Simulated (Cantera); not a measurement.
Feed: 1 mol B2O3, 2.3 mol H2, at 1.00 bar.

These are equilibrium values from Cantera (NASA tables, ideal gas, pure condensed phases), not measurements of a reactor. Candidate condensed phases: B, B2O3, B3O3H3, H2O; 23 gas species. Gases not in the tables: H3BO3. The numbers say what is thermodynamically allowed, not how fast it happens.

x: gas mole fraction; n: condensed amount in mol.

| T (K) | x H2 | x B2O3 | x HBO2 | x HBO | x B2O2 | x BO | x H2O | n B2O3(l) |
|---|---|---|---|---|---|---|---|---|
| 1675 | 0.991 | 0.000525 | 0.00297 | 0.00444 | 9.71e-5 | 1.07e-5 | 0.000957 | 0.990 |
| 1725 | 0.985 | 0.00115 | 0.00486 | 0.00677 | 0.000205 | 2.46e-5 | 0.00130 | 0.983 |
| 1775 | 0.977 | 0.00241 | 0.00770 | 0.0100 | 0.000411 | 5.39e-5 | 0.00173 | 0.972 |
| 1825 | 0.965 | 0.00483 | 0.0119 | 0.0145 | 0.000789 | 0.000113 | 0.00226 | 0.956 |
| 1875 | 0.947 | 0.00930 | 0.0179 | 0.0203 | 0.00145 | 0.000225 | 0.00291 | 0.929 |
| 1925 | 0.921 | 0.0173 | 0.0263 | 0.0278 | 0.00257 | 0.000433 | 0.00368 | 0.886 |
| 1975 | 0.883 | 0.0311 | 0.0376 | 0.0370 | 0.00438 | 0.000801 | 0.00457 | … |
| 2025 | 0.830 | 0.0542 | 0.0525 | 0.0477 | 0.00719 | 0.00143 | 0.00554 | … |
| 2075 | 0.755 | 0.0917 | 0.0714 | 0.0592 | 0.0113 | 0.00245 | 0.00650 | … |
| 2125 | 0.653 | 0.151 | 0.0938 | 0.0700 | 0.0171 | 0.00407 | 0.00731 | … |
| 2175 | 0.593 | 0.187 | 0.106 | 0.0754 | 0.0205 | 0.00593 | 0.00810 | 0 |
| 2225 | 0.588 | 0.184 | 0.108 | 0.0776 | 0.0206 | 0.00780 | 0.00918 | 0 |
| 2275 | 0.583 | 0.180 | 0.110 | 0.0796 | 0.0207 | 0.0101 | 0.0104 | 0 |
| 2325 | 0.577 | 0.176 | 0.112 | 0.0814 | 0.0206 | 0.0130 | 0.0116 | 0 |

**Question.** Complete the blanks.

**Answer.** 
- 1975, n B2O3(l): 0.818
- 2025, n B2O3(l): 0.709
- 2075, n B2O3(l): 0.529
- 2125, n B2O3(l): 0.220
